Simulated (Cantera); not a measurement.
Premixed flame

A freely propagating, adiabatic, planar premixed flame of 18.2 % H2, 11.8 % O2, 48.3 % N2, 21.8 % H2O, equivalence ratio 0.77, unburnt at 375 K and 0.132 atm; unity-Lewis-number transport, grid criteria slope 0.08 and curve 0.16, no radiation.

Cantera simulation using the H2/O2 subset of GRI-Mech 3.0, which has no nitrogen chemistry; the numbers are that mechanism's predictions, not measurements. Unity Lewis numbers drop preferential diffusion, which matters most where H2 and H carry the flame. Burning velocities carry a grid error of a few per cent, more on coarse grids.

```csv
z (mm),T (K),u (m/s),x H2,x O2,x H2O,x HO2,x O,x OH
-10.7,375,0.855,0.182,0.118,0.218,<1e-8,<1e-8,<1e-8
-7.16,375,0.855,0.182,0.118,0.218,7.26e-8,<1e-8,<1e-8
-5.37,376,0.856,0.181,0.118,0.218,4.69e-7,<1e-8,<1e-8
-3.58,381,0.867,0.181,0.117,0.219,4.35e-6,6.34e-8,<1e-8
-1.79,485,1.10,0.169,0.112,0.233,8.99e-5,8.29e-6,1.47e-5
-0.895,742,1.65,0.134,0.0952,0.273,6.40e-5,0.000214,0.000264
0,1047,2.28,0.0722,0.0670,0.336,2.41e-5,0.00216,0.00137
0.895,1234,2.66,0.0321,0.0473,0.377,1.28e-5,0.00437,0.00391
1.79,1332,2.84,0.0227,0.0414,0.392,9.55e-6,0.00445,0.00529
3.58,1435,3.04,0.0180,0.0378,0.403,7.25e-6,0.00348,0.00598
7.16,1526,3.21,0.0130,0.0347,0.414,5.36e-6,0.00231,0.00588
14.3,1597,3.34,0.00801,0.0322,0.424,3.68e-6,0.00131,0.00507
28.6,1643,3.42,0.00419,0.0306,0.431,2.23e-6,0.000644,0.00387
```
x: mole fraction of selected species; z is measured from the peak of heat release.

* **laminar burning velocity**: 85.5 cm/s
* **thermal thickness**: 3.58 mm
* **peak x(HO2)**: 0.000107
* **peak x(O)**: 0.00457
* **peak x(OH)**: 0.00603
* **grid points**: 108
